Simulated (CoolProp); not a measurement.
Model: reference Helmholtz-energy equation of state, Akasaka 2024, in CoolProp.

Q: For R1132(E), give the phase and the density (kg/m³), cv (kJ/(kg K)), isothermal compressibility (1/MPa), fugacity coefficient at 375.7 K and 59.2 bar.

A: 
- 375.7 K and 59.2 bar: supercritical; density 202, cv 1.10, isothermal compressibility 0.328, fugacity coefficient 0.708
